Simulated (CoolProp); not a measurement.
The numbers come from the reference Helmholtz-energy equation of state, Thol 2019 in CoolProp.

Give the vapour pressure (bar), liquid density (kg/m³), vapour density (kg/m³), enthalpy of vaporisation (kJ/kg) of saturated decamethylcyclopentasiloxane (D5) at 551.2, 565.1, 578.9 K.


```csv
T (K),p (bar),liquid density (kg/m³),vapour density (kg/m³),enthalpy of vaporisation (kJ/kg)
551.2,3.85,638,41.3,82.0
565.1,4.85,610,54.2,74.5
578.9,6.03,576,71.6,65.9
```
